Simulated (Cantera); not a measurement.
A Cantera script and its output.

```python
import numpy as np
import cantera as ct

gas = ct.Solution("gri30.yaml")
gas.TPX = 1350, 1300, {'N2O': 1, 'N2': 0.0011}
reactor = ct.IdealGasConstPressureReactor(gas, energy="off", clone=False)
net = ct.ReactorNet([reactor])
net.rtol, net.atol = 1e-08, 1e-18
show = ['N2O', 'NO', 'O', 'O2', 'N2', 'NO2']
times = np.geomspace(1e-06, 3, 14)

steps = ct.SolutionArray(gas, extra=["t"])
rows = []
print(f"{'t/s':>10s}{'T/K':>9s}{'P/Pa':>11s}" + "".join(f"{s:>11s}" for s in show))
for t in times:
    while net.time < t:
        t_next = net.step()
        steps.append(gas.state, t=t_next)
    rows.append([np.interp(t, steps.t, y) for y in (steps.T, steps.P, *steps(*show).X.T)])
    print(f"{t:10.3e}{rows[-1][0]:9.1f}{rows[-1][1]:11.4g}" + "".join(f"{x:11.3e}" for x in rows[-1][2:]))
rate = np.gradient(steps.T, steps.t)
print("integrator steps:", len(steps.t))
if steps.T.max() > steps.T[0] + 200:
    print(f"time of steepest temperature rise: {steps.t[rate.argmax()]:.4e} s")
gas.TPX = 1350, 1300, {'N2O': 1, 'N2': 0.0011}
gas.equilibrate("TP")
print(f"equilibrium (TP): T = {gas.T:.1f} K  " + "  ".join(f"{s} {gas[s].X[0]:.3e}" for s in show))
```

Result:

```
       t/s      T/K       P/Pa        N2O         NO          O         O2         N2        NO2
 1.000e-06   1350.0       1300  9.989e-01  2.991e-11  4.979e-08  7.181e-11  1.099e-03  2.075e-23
 3.149e-06   1350.0       1300  9.989e-01  3.027e-10  1.562e-07  7.269e-10  1.099e-03  2.307e-21
 9.919e-06   1350.0       1300  9.989e-01  2.929e-09  4.863e-07  7.033e-09  1.099e-03  2.009e-19
 3.124e-05   1350.0       1300  9.989e-01  2.845e-08  1.476e-06  6.829e-08  1.100e-03  1.924e-17
 9.839e-05   1350.0       1300  9.989e-01  2.597e-07  4.154e-06  6.236e-07  1.104e-03  1.555e-15
 3.099e-04   1350.0       1300  9.989e-01  2.068e-06  9.456e-06  4.966e-06  1.119e-03  9.790e-14
 9.760e-04   1350.0       1300  9.988e-01  1.201e-05  1.385e-05  2.882e-05  1.176e-03  3.290e-12
 3.074e-03   1350.0       1300  9.985e-01  4.790e-05  1.433e-05  1.150e-04  1.367e-03  5.213e-11
 9.681e-03   1350.0       1300  9.975e-01  1.614e-04  1.433e-05  3.874e-04  1.968e-03  5.838e-10
 3.049e-02   1350.0       1300  9.944e-01  5.177e-04  1.433e-05  1.243e-03  3.856e-03  5.753e-09
 9.603e-02   1350.0       1300  9.847e-01  1.630e-03  1.433e-05  3.915e-03  9.753e-03  5.019e-08
 3.024e-01   1350.0       1300  9.550e-01  5.042e-03  1.433e-05  1.211e-02  2.783e-02  3.438e-07
 9.525e-01   1350.0       1300  8.689e-01  1.494e-02  1.433e-05  3.587e-02  8.027e-02  1.637e-06
 3.000e+00   1350.0       1300  6.557e-01  3.943e-02  1.431e-05  9.473e-02  2.102e-01  6.111e-06
integrator steps: 516
equilibrium (TP): T = 1350.0 K  N2O 4.283e-09  NO 6.303e-04  O 2.149e-06  O2 3.328e-01  N2 6.666e-01  NO2 8.036e-07
```

Detailed kinetics in Cantera: GRI-Mech 3.0 (53 species, 325 reactions). GRI-Mech 3.0 was tuned for natural gas; its chemistry of N2O as a main component is partial and can be far from experiment. Radical loss at walls, strong at low pressure, is not modelled. The mechanism lacks the step 2 NO + O2 → 2 NO2, which can matter for NO2 below about 1400 K. The temperature is held fixed by assumption; the heat of reaction is taken as removed at once.
